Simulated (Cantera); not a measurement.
Gas mixture: CO : C2H4 = 0.61 : 0.7 (molar parts), at 12.8 Torr, frozen composition.

Cantera's kinetic-theory transport with the Lennard-Jones parameters of GRI-Mech 3.0, ideal gas; thermal conductivity in the multicomponent form. The composition is frozen, though it would react at the higher temperatures.

One state of this run: ρ (kg/m³) = 0.00318; cp (J/kg/K) = 2803; μ (µPa s) = 49.9; λ (mW/m/K) = 183; Pr = 0.765; D (cm²/s) NO = 227; D (cm²/s) N2 = 231; D (cm²/s) H = 1360. D: mixture-averaged diffusion coefficient of that species in the mixture.

Q: Which value of T (K) does it belong to?
(A) 1800
(B) 600
(C) 1400
(D) 1200

A: A, 1800
